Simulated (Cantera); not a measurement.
Input (Python, Cantera):

```python
import numpy as np
import cantera as ct

gas = ct.Solution("gri30.yaml")
gas.TPX = 1123, 36000, {'N2O': 1}
reactor = ct.IdealGasConstPressureReactor(gas, energy="off", clone=False)
net = ct.ReactorNet([reactor])
net.rtol, net.atol = 1e-08, 1e-18
show = ['N2O', 'NO', 'N2', 'NO2', 'O2']
times = np.geomspace(6e-05, 100, 12)

steps = ct.SolutionArray(gas, extra=["t"])
rows = []
print(f"{'t/s':>10s}{'T/K':>9s}{'P/Pa':>11s}" + "".join(f"{s:>11s}" for s in show))
for t in times:
    while net.time < t:
        t_next = net.step()
        steps.append(gas.state, t=t_next)
    rows.append([np.interp(t, steps.t, y) for y in (steps.T, steps.P, *steps(*show).X.T)])
    print(f"{t:10.3e}{rows[-1][0]:9.1f}{rows[-1][1]:11.4g}" + "".join(f"{x:11.3e}" for x in rows[-1][2:]))
rate = np.gradient(steps.T, steps.t)
print("integrator steps:", len(steps.t))
if steps.T.max() > steps.T[0] + 200:
    print(f"time of steepest temperature rise: {steps.t[rate.argmax()]:.4e} s")
gas.TPX = 1123, 36000, {'N2O': 1}
gas.equilibrate("TP")
print(f"equilibrium (TP): T = {gas.T:.1f} K  " + "  ".join(f"{s} {gas[s].X[0]:.3e}" for s in show))
```

Output:

```
       t/s      T/K       P/Pa        N2O         NO         N2        NO2         O2
 6.000e-05   1123.0    3.6e+04  1.000e+00  1.371e-07  2.201e-06  1.060e-13  8.343e-07
 2.207e-04   1123.0    3.6e+04  1.000e+00  6.883e-07  9.214e-06  2.670e-12  4.187e-06
 8.117e-04   1123.0    3.6e+04  9.999e-01  2.733e-06  3.511e-05  4.207e-11  1.663e-05
 2.986e-03   1123.0    3.6e+04  9.998e-01  1.025e-05  1.304e-04  5.936e-10  6.237e-05
 1.098e-02   1123.0    3.6e+04  9.993e-01  3.789e-05  4.805e-04  7.884e-09  2.305e-04
 4.039e-02   1123.0    3.6e+04  9.972e-01  1.393e-04  1.766e-03  9.842e-08  8.480e-04
 1.486e-01   1123.0    3.6e+04  9.899e-01  5.091e-04  6.464e-03  1.018e-06  3.104e-03
 5.464e-01   1123.0    3.6e+04  9.636e-01  1.833e-03  2.333e-02  6.746e-06  1.120e-02
 2.010e+00   1123.0    3.6e+04  8.749e-01  6.270e-03  8.024e-02  2.783e-05  3.853e-02
 7.392e+00   1123.0    3.6e+04  6.309e-01  1.821e-02  2.369e-01  8.532e-05  1.139e-01
 2.719e+01   1123.0    3.6e+04  2.400e-01  3.551e-02  4.889e-01  1.722e-04  2.354e-01
 1.000e+02   1123.0    3.6e+04  2.316e-02  4.104e-02  6.307e-01  2.314e-04  3.049e-01
integrator steps: 911
equilibrium (TP): T = 1123.0 K  N2O 4.952e-09  NO 1.215e-04  N2 6.666e-01  NO2 2.300e-06  O2 3.333e-01
```

Cantera simulation using GRI-Mech 3.0 (53 species, 325 reactions); the numbers are that mechanism's predictions, not measurements. GRI-Mech 3.0 was tuned for natural gas; its chemistry of N2O as a main component is partial and can be far from experiment. The mechanism lacks the step 2 NO + O2 → 2 NO2, which can matter for NO2 below about 1400 K. The temperature is held fixed by assumption; the heat of reaction is taken as removed at once.
